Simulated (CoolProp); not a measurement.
CF4 (R14) along the isobar 3.28 bar: Z from the reference equation and from simpler models built on Tc = 227.4 K, pc = 37.62 bar, ω = 0.178; each cubic takes its own stable root.

The numbers come from the reference Helmholtz-energy equation of state, Platzer 1990 in CoolProp. This equation is an older, rougher fit; its heat capacities, sound speeds and derivatives of the liquid may be far off and weren't checked against measurements.

| T (K) | phase | reference |
|---|---|---|
| 161.3 | liquid | 0.01422 |
| 167.8 | gas | 0.9213 |
| 174.2 | gas | 0.9303 |
| 180.6 | gas | 0.9378 |
| 187.1 | gas | 0.9444 |
| 193.5 | gas | 0.9499 |
| 199.9 | gas | 0.9547 |
| 206.4 | gas | 0.9590 |
| 212.8 | gas | 0.9628 |
| 219.2 | gas | 0.9661 |
| 225.7 | gas | 0.9690 |
| 232.1 | gas | 0.9717 |

How far does each simpler model (van der Waals, Redlich-Kwong, Peng-Robinson) lie from the reference over these 12 states: mean and median of the absolute difference, and the worst?


- van der Waals: mean 542.9 %, median 1.0 %, worst +6502.0 % at 161.3 K and 3.28 bar
- Redlich-Kwong: mean 529.1 %, median 0.1 %, worst +6348.0 % at 161.3 K and 3.28 bar
- Peng-Robinson: mean 1.2 %, median 0.5 %, worst -9.3 % at 161.3 K and 3.28 bar

At some of these states van der Waals, Redlich-Kwong gives the other phase, because its saturation line lies elsewhere.
